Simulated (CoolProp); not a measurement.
Vapour-liquid equilibrium of acetone (1) + n-heptane (2) at 573 kPa; x and y are mole fractions of (1).

The numbers come from the multi-fluid Helmholtz-energy mixture model, Lemmon 2006 and Span 2003; pair parameters Bell 2016 in CoolProp.

| x | bubble temperature (K) | y at the bubble point | dew temperature at overall composition x (K) | liquid density (mol/L) |
|---|---|---|---|---|
| 0.05 | 433.4 | 0.198 | 441.3 | 5.593 |
| 0.2 | 413.1 | 0.524 | 433.3 | 6.248 |
| 0.35 | 403.1 | 0.663 | 424.6 | 6.891 |
| 0.5 | 397.7 | 0.739 | 414.8 | 7.610 |
| 0.65 | 394.4 | 0.797 | 404.0 | 8.477 |
| 0.8 | 392.1 | 0.859 | 394.2 | 9.570 |
| 0.95 | 390.8 | 0.953 | 390.8 | 10.97 |

No azeotrope shows between x = 0.05 and 0.95.

Pair parameters are fitted to limited data, so mixtures are less certain than the pure fluids.
